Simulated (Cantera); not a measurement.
Hydrocarbon pyrolysis for carbon deposition

An isothermal, constant-pressure homogeneous reactor starts with 28.1 % C2H6, 71.9 % H2, at 1948 K and 1.01 bar.

Detailed kinetics in Cantera: GRI-Mech 3.0 (53 species, 325 reactions). GRI-Mech 3.0 stops at C3 and has no aromatics, soot or wall deposition, so with more carbon than oxygen in the feed, carbon stays in small species such as C2H2 where larger ones or solid carbon would form.

```tsv
t (s)	x C2H6	x H2	x H	x C2H2	x CH4	x C2H4	x CH3
6.00e-5	0.000315	0.684	0.000751	0.103	0.191	0.0171	0.00407
0.000200	0.000234	0.707	0.000804	0.123	0.161	0.00423	0.00357
0.000665	0.000108	0.744	0.000865	0.142	0.108	0.00236	0.00245
0.00221	2.58e-5	0.783	0.000941	0.162	0.0511	0.00148	0.00121
0.00736	3.85e-6	0.806	0.000996	0.173	0.0188	0.00131	0.000460
0.0245	8.97e-7	0.813	0.00102	0.176	0.00796	0.00131	0.000198
0.0815	6.88e-7	0.814	0.00102	0.177	0.00656	0.00132	0.000163
0.271	6.87e-7	0.814	0.00102	0.177	0.00656	0.00132	0.000163
0.903	6.87e-7	0.814	0.00102	0.177	0.00656	0.00132	0.000163
3.00	6.87e-7	0.814	0.00102	0.177	0.00656	0.00132	0.000163
10.0	6.87e-7	0.814	0.00102	0.177	0.00656	0.00132	0.000163
```
x: mole fraction; the columns are a selection and need not sum to one.

Equilibrium at this temperature and pressure: C2H6 6.87e-7, H2 0.814, H 0.00102, C2H2 0.177, CH4 0.00656, C2H4 0.00132, CH3 0.000163 (gas phase only).
